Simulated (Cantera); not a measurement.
Feed: 1 mol SiH₄, 0.17 mol HCl, 4.6 mol H₂, at 1725 K and 0.100 bar.

Equilibrium computed with Cantera from the NASA thermochemical tables; the gas is ideal and each condensed phase is pure. Candidate condensed phases: Si; 19 gas species. Gases not in the tables: Si₂H₆ and higher silanes. Equilibrium is a limit: real reactors are often held back by kinetics, nucleation or transport.

Base state: H₂ 0.976, HCl 0.0217, SiCl₂ 0.00167, H 0.000580, SiH₂ 1.68e-5, Si 1.02e-5 (mole fractions); condensed: Si(l).

Task: What changes in the equilibrium state with this change: 0.044 mol Cl₂ added?

Result: 
```json
[
 {"species": "H₂", "before": "0.976", "after": "0.965"},
 {"species": "HCl", "before": "0.0217", "after": "0.0309"},
 {"species": "SiCl₂", "before": "0.00167", "after": "0.00341"},
 {"species": "SiCl₃", "before": "8.26e-6", "after": "2.42e-5"},
 {"species": "Cl", "before": "1.00e-5", "after": "1.43e-5"},
 {"species": "SiCl", "before": "9.72e-6", "after": "1.39e-5"},
 {"species": "Si(l), mol", "before": "0.988", "after": "0.976"}
]
```
The tables' values for SiCl₃, SiCl are old estimates; treat these amounts as uncertain.
